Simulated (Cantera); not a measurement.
Cantera run:

```python
import numpy as np
import cantera as ct

gas_names = """
    H2O2 F H2 HF O2
""".split()
cond_names = """
    BaF2(a) BaF2(b,c) BaF2(L) BaO(s) BaO(L) Ba(cr) Ba(L)
""".split()


# ... load() reads the species with a 1 bar reference pressure and builds the phases ...
species = {s.name: s for s in load("nasa_gas.yaml", gas_names) + load("nasa_condensed.yaml", cond_names)}
# Each term lists the table entries of one substance; the one whose range holds T is used.
reactions = {
    'H2O2(g) + 2 BaF2 = 4 F(g) + H2(g) + 2 BaO':
        [(-1, ['H2O2']), (-2, ['BaF2(a)', 'BaF2(b,c)', 'BaF2(L)']), (4, ['F']), (1, ['H2']), (2, ['BaO(s)', 'BaO(L)'])],
    'Ba + 2 HF(g) + O2(g) = H2O2(g) + BaF2':
        [(-1, ['Ba(cr)', 'Ba(L)']), (-2, ['HF']), (-1, ['O2']), (1, ['H2O2']), (1, ['BaF2(a)', 'BaF2(b,c)', 'BaF2(L)'])],
}


def pick(names, T):
    return next(species[n] for n in names if species[n].thermo.min_temp <= T <= species[n].thermo.max_temp)


results = []
for label, terms in reactions.items():
    print(label)
    print("     T/K   dH/kJ  dS/(J/K)   dG/kJ   log10 K")
    for T in [300, 350, 400, 450, 500, 550, 600, 650, 700, 750, 800]:
        used = [(nu, pick(names, T)) for nu, names in terms]
        dH = sum(nu * s.thermo.h(T) for nu, s in used) / 1e6
        dS = sum(nu * s.thermo.s(T) for nu, s in used) / 1e3
        dG = dH - T * dS / 1e3
        logK = -dG * 1e6 / (ct.gas_constant * T * np.log(10))
        results.append((label, T, dH, dS, dG, logK, [s.name for _, s in used]))
        print(f"{T:8g} {dH:8.1f} {dS:8.1f} {dG:8.1f} {logK:8.2f}")
```

It prints:

```
H2O2(g) + 2 BaF2 = 4 F(g) + H2(g) + 2 BaO
     T/K   dH/kJ  dS/(J/K)   dG/kJ   log10 K
     300   1774.7    482.9   1629.9  -283.78
     350   1776.0    486.8   1605.6  -239.62
     400   1777.1    489.7   1581.2  -206.48
     450   1778.0    491.9   1556.7  -180.69
     500   1778.8    493.5   1532.0  -160.05
     550   1779.4    494.7   1507.3  -143.15
     600   1779.8    495.4   1482.6  -129.07
     650   1780.1    495.9   1457.8  -117.15
     700   1780.3    496.2   1433.0  -106.93
     750   1780.3    496.1   1408.2   -98.07
     800   1780.1    495.9   1383.4   -90.32
Ba + 2 HF(g) + O2(g) = H2O2(g) + BaF2
     T/K   dH/kJ  dS/(J/K)   dG/kJ   log10 K
     300   -799.7   -284.3   -714.5   124.40
     350   -799.7   -284.2   -700.2   104.50
     400   -799.5   -283.7   -686.0    89.59
     450   -799.3   -283.1   -671.9    77.99
     500   -798.9   -282.3   -657.7    68.71
     550   -798.5   -281.5   -643.6    61.13
     600   -798.0   -280.6   -629.6    54.81
     650   -797.4   -279.8   -615.6    49.47
     700   -796.8   -278.8   -601.6    44.89
     750   -796.1   -277.9   -587.7    40.93
     800   -795.4   -276.9   -573.8    37.47
```

Cantera with NASA thermochemical tables; ideal gases at 1 bar, condensed phases pure. Condensed species are held in their standard states even where they would react or evaporate.
